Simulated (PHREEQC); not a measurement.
A PHREEQC input (ion-association model, phreeqc.dat):

```
SOLUTION 1
  temp 25
  units mg/L
  pH 6.61
  pe 11.5
  Na 1.59
  K 1.62
  Ca 0.769
  Mg 0.503
  Cl 2.63
  S(6) 3.01 as SO4
  Alkalinity 3.52 as HCO3 charge
  F 0.000681
END
USE solution 1
EQUILIBRIUM_PHASES 1
  Quartz 0 0.5
  CO2(g) -3.4 10
END
```

It stops with these messages:

```
ERROR: Alkalinity cannot be used with charge balance or solution phase boundary constraints.
ERROR: Program terminating due to input errors.
```

The fault: charge balance asked on alkalinity. The line should read `as HCO3` where the input has `as HCO3 charge`. With the mend the run ends at pH 6.97 and ionic strength 0.000263 mol/kgw.
